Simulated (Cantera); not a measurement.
A Cantera script and its output.

```python
import numpy as np
import cantera as ct

gas = ct.Solution("gri30.yaml")
gas.TPX = 1525, 140000, {'CH4': 1, 'H2': 5.4, 'H2O': 0.015}
reactor = ct.IdealGasConstPressureReactor(gas, energy="off", clone=False)
net = ct.ReactorNet([reactor])
net.rtol, net.atol = 1e-08, 1e-18
show = ['CH4', 'H2', 'H', 'C2H2', 'CH3', 'C2H']
times = np.geomspace(0.0006, 3, 12)

steps = ct.SolutionArray(gas, extra=["t"])
rows = []
print(f"{'t/s':>10s}{'T/K':>9s}{'P/Pa':>11s}" + "".join(f"{s:>11s}" for s in show))
for t in times:
    while net.time < t:
        t_next = net.step()
        steps.append(gas.state, t=t_next)
    rows.append([np.interp(t, steps.t, y) for y in (steps.T, steps.P, *steps(*show).X.T)])
    print(f"{t:10.3e}{rows[-1][0]:9.1f}{rows[-1][1]:11.4g}" + "".join(f"{x:11.3e}" for x in rows[-1][2:]))
rate = np.gradient(steps.T, steps.t)
print("integrator steps:", len(steps.t))
if steps.T.max() > steps.T[0] + 200:
    print(f"time of steepest temperature rise: {steps.t[rate.argmax()]:.4e} s")
gas.TPX = 1525, 140000, {'CH4': 1, 'H2': 5.4, 'H2O': 0.015}
gas.equilibrate("TP")
print(f"equilibrium (TP): T = {gas.T:.1f} K  " + "  ".join(f"{s} {gas[s].X[0]:.3e}" for s in show))
```

Output:

```
       t/s      T/K       P/Pa        CH4         H2          H       C2H2        CH3        C2H
 6.000e-04   1525.0    1.4e+05  1.558e-01  8.418e-01  1.438e-05  2.004e-07  5.380e-05  7.500e-15
 1.301e-03   1525.0    1.4e+05  1.556e-01  8.419e-01  1.524e-05  2.292e-06  5.699e-05  9.092e-14
 2.823e-03   1525.0    1.4e+05  1.554e-01  8.420e-01  1.548e-05  1.700e-05  5.780e-05  6.849e-13
 6.123e-03   1525.0    1.4e+05  1.550e-01  8.422e-01  1.553e-05  8.888e-05  5.780e-05  3.591e-12
 1.328e-02   1525.0    1.4e+05  1.539e-01  8.428e-01  1.560e-05  3.518e-04  5.764e-05  1.427e-11
 2.881e-02   1525.0    1.4e+05  1.518e-01  8.440e-01  1.570e-05  1.072e-03  5.713e-05  4.371e-11
 6.248e-02   1525.0    1.4e+05  1.474e-01  8.465e-01  1.590e-05  2.627e-03  5.600e-05  1.081e-10
 1.355e-01   1525.0    1.4e+05  1.391e-01  8.512e-01  1.630e-05  5.558e-03  5.388e-05  2.332e-10
 2.940e-01   1525.0    1.4e+05  1.258e-01  8.587e-01  1.703e-05  1.023e-02  5.050e-05  4.447e-10
 6.376e-01   1525.0    1.4e+05  1.108e-01  8.671e-01  1.804e-05  1.549e-02  4.668e-05  7.063e-10
 1.383e+00   1525.0    1.4e+05  1.026e-01  8.717e-01  1.870e-05  1.835e-02  4.458e-05  8.629e-10
 3.000e+00   1525.0    1.4e+05  1.015e-01  8.724e-01  1.880e-05  1.873e-02  4.428e-05  8.844e-10
integrator steps: 646
equilibrium (TP): T = 1525.0 K  CH4 1.002e-01  H2 8.744e-01  H 1.882e-05  C2H2 1.818e-02  CH3 4.370e-05  C2H 8.574e-10
```

Detailed kinetics in Cantera: GRI-Mech 3.0 (53 species, 325 reactions). GRI-Mech 3.0 stops at C3 and has no aromatics, soot or wall deposition, so with more carbon than oxygen in the feed, carbon stays in small species such as C2H2 where larger ones or solid carbon would form.
